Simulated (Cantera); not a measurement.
Input: 1 mol SrCl2, 32 mol N2, 1.8 mol HCl, at 1.00 bar.

Method: chemical equilibrium by Gibbs-energy minimisation in Cantera with the NASA 1993 tables (ideal gas, pure condensed phases). Candidate condensed phases: NH4Cl, Sr, SrCl2; 15 gas species. The numbers say what is thermodynamically allowed, not how fast it happens. All values below are at 1448 K.

Base state: N2 0.947, HCl 0.0532, SrCl2 0.000195, Cl 6.66e-5, H2 3.60e-5 (mole fractions); condensed: SrCl2(l).

**Question.** What changes in the equilibrium state with this change: 0.027 mol NH3 added?

**Answer.** 
```tsv
species	before	after
N2	0.947	0.945
HCl	0.0532	0.0531
H2	3.60e-5	0.00120
Cl	6.66e-5	1.15e-5
SrCl2	0.000195	0.000195
SrCl2(l), mol	0.993	0.993
```
